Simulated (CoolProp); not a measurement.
Properties of fluorine along the isobar 1.8 MPa.

Model: reference Helmholtz-energy equation of state, de Reuck 1990, in CoolProp.

| T (K) | phase | density (kg/m³) | cv (kJ/(kg K)) | Joule-Thomson coefficient (K/MPa) | isothermal compressibility (1/MPa) |
|---|---|---|---|---|---|
| 132.2 | gas | 75.20 | 0.6280 | 9.567 | 0.6942 |
| 149 | gas | 62.18 | 0.5989 | … | 0.6331 |
| 165.7 | gas | 53.82 | 0.5854 | 6.024 | 0.6053 |
| 182.5 | gas | … | 0.5791 | 4.961 | 0.5896 |
| 199.3 | gas | 43.03 | 0.5773 | 4.154 | 0.5798 |
| 216.1 | gas | … | 0.5786 | 3.529 | 0.5733 |
| 232.9 | gas | 36.15 | 0.5820 | 3.038 | 0.5688 |
| 249.7 | gas | 33.53 | 0.5870 | 2.645 | 0.5655 |
| 266.4 | gas | 31.29 | 0.5929 | 2.328 | 0.5630 |
| 283.2 | gas | 29.34 | 0.5995 | 2.066 | 0.5611 |
| 300 | gas | 27.62 | 0.6065 | 1.848 | 0.5596 |

Task: Fill in the missing entries.

Result: 
- 149, Joule-Thomson coefficient (K/MPa): 7.460
- 182.5, density (kg/m³): 47.73
- 216.1, density (kg/m³): 39.27
